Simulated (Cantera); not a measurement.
An adiabatic, constant-volume homogeneous reactor starts with 38.7 % H2, 12.9 % O2, 48.4 % N2, equivalence ratio 1.5, at 1148 K and 1.50 bar.

Detailed kinetics in Cantera: the H2/O2 subset of GRI-Mech 3.0, which has no nitrogen chemistry.

One state of this run: T (K) = 2976; P (bar) = 3.49; x H2 = 0.144; x O2 = 0.00170; x O = 0.00233; x HO2 = 2.43e-6; x H = 0.0303; x H2O2 = 3.39e-7; x H2O = 0.264. x: mole fraction; the columns are a selection and need not sum to one.

Q: Which value of t (s) does it belong to?
(A) 4.24e-5
(B) 3.00e-6
(C) 0.000103
(D) 7.25e-6

A: C, 0.000103
